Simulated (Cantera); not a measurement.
Input (Python, Cantera) and output of one run.

```python
import numpy as np
import cantera as ct

gas_names = [...]  # 110 gases of nasa_gas.yaml made of C, H, O
cond_names = """
    C(gr) C6H6(L) C7H8(L) C8H18(L),n-octa H2O(s) H2O(L)
""".split()


# ... load() reads the species with a 1 bar reference pressure and builds the phases ...
atoms = {
    'C2H6': {'C': 2, 'H': 6},
    'H2O': {'H': 2, 'O': 1},
    'H2': {'H': 2},
}
top_T = {'C(gr)': 4500}  # K; cautious upper limits of use, not melting points


# ... equilibrate(T, P, feed) seeds the gas with the atoms and calls Mixture.equilibrate('TP', solver="vcs", rtol=1e-11, max_steps=5000) ...
results = []
feed = {'C2H6': 1, 'H2O': 0.036, 'H2': 24}  # mol
P = 130  # Pa
for T in [2325, 2375, 2425, 2475, 2525, 2575, 2625, 2675, 2725]:
    mix = equilibrate(T, P, feed)
    results.append((T, P, feed, dict(zip(mix.species_names, mix.species_moles))))
    x = sorted(zip(gas.X, gas.species_names), reverse=True)
    print(f"T = {T:g} K  P = {P:g} Pa  gas = {mix.phase_moles(0):.4g} mol")
    print("   x: " + "  ".join(f"{s} {v:.3e}" for v, s in x if v > 0.001))
    print("   condensed (mol): " + ("  ".join(f"{mix.phase(i).name} {mix.phase_moles(i):.4g}"
          for i in range(1, mix.n_phases) if mix.phase_moles(i) > 1e-12) or "none"))
```

It prints:

```
T = 2325 K  P = 130 Pa  gas = 31.14 mol
   x: H2 7.338e-01  H 2.614e-01  C2H2,acetylene 3.588e-03  CO 1.156e-03
   condensed (mol): C(gr) 1.733
T = 2375 K  P = 130 Pa  gas = 32.25 mol
   x: H2 6.735e-01  H 3.210e-01  C2H2,acetylene 4.182e-03  CO 1.116e-03
   condensed (mol): C(gr) 1.68
T = 2425 K  P = 130 Pa  gas = 33.57 mol
   x: H2 6.071e-01  H 3.868e-01  C2H2,acetylene 4.740e-03  CO 1.072e-03
   condensed (mol): C(gr) 1.617
T = 2475 K  P = 130 Pa  gas = 35.11 mol
   x: H2 5.361e-01  H 4.569e-01  C2H2,acetylene 5.214e-03  CO 1.025e-03
   condensed (mol): C(gr) 1.541
T = 2525 K  P = 130 Pa  gas = 36.86 mol
   x: H 5.291e-01  H2 4.631e-01  C2H2,acetylene 5.560e-03
   condensed (mol): C(gr) 1.441
T = 2575 K  P = 130 Pa  gas = 38.8 mol
   x: H 6.003e-01  H2 3.906e-01  C2H2,acetylene 5.741e-03  C3 1.186e-03
   condensed (mol): C(gr) 1.294
T = 2625 K  P = 130 Pa  gas = 40.87 mol
   x: H 6.675e-01  H2 3.214e-01  C2H2,acetylene 5.739e-03  C3 2.430e-03  C2H 1.101e-03
   condensed (mol): C(gr) 1.05
T = 2675 K  P = 130 Pa  gas = 43.05 mol
   x: H 7.275e-01  H2 2.579e-01  C2H2,acetylene 5.553e-03  C3 4.843e-03  C2H 1.589e-03  C 1.211e-03
   condensed (mol): C(gr) 0.6143
T = 2725 K  P = 130 Pa  gas = 45.25 mol
   x: H 7.785e-01  H2 2.023e-01  C3 8.411e-03  C2H2,acetylene 4.843e-03  C 2.102e-03  C2H 2.068e-03
   condensed (mol): none
```

These are equilibrium values from Cantera (NASA tables, ideal gas, pure condensed phases), not measurements of a reactor.
